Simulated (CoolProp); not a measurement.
Aqueous sodium chloride as a coolant, 17 % by mass, freezing at -13.0 °C, 1 atm.

The numbers come from the Melinder's fits for secondary coolants in CoolProp.

```json
[
 {"T (°C)": "-9.2", "Prandtl number": "21.7", "viscosity (mPa s)": "3.38", "conductivity (W/(m K))": "0.536", "cp (kJ/(kg K))": "3.441"},
 {"T (°C)": "-3.1", "Prandtl number": "17.3", "viscosity (mPa s)": "2.73", "conductivity (W/(m K))": "0.546", "cp (kJ/(kg K))": "3.455"},
 {"T (°C)": "3", "Prandtl number": "14.0", "viscosity (mPa s)": "2.24", "conductivity (W/(m K))": "0.555", "cp (kJ/(kg K))": "3.467"},
 {"T (°C)": "9.1", "Prandtl number": "11.5", "viscosity (mPa s)": "1.87", "conductivity (W/(m K))": "0.565", "cp (kJ/(kg K))": "3.478"},
 {"T (°C)": "15.2", "Prandtl number": "9.62", "viscosity (mPa s)": "1.58", "conductivity (W/(m K))": "0.574", "cp (kJ/(kg K))": "3.487"},
 {"T (°C)": "21.4", "Prandtl number": "8.15", "viscosity (mPa s)": "1.36", "conductivity (W/(m K))": "0.584", "cp (kJ/(kg K))": "3.495"},
 {"T (°C)": "27.5", "Prandtl number": "7.03", "viscosity (mPa s)": "1.19", "conductivity (W/(m K))": "0.593", "cp (kJ/(kg K))": "3.500"},
 {"T (°C)": "33.6", "Prandtl number": "6.16", "viscosity (mPa s)": "1.06", "conductivity (W/(m K))": "0.603", "cp (kJ/(kg K))": "3.505"},
 {"T (°C)": "39.7", "Prandtl number": "5.49", "viscosity (mPa s)": "0.959", "conductivity (W/(m K))": "0.613", "cp (kJ/(kg K))": "3.507"}
]
```
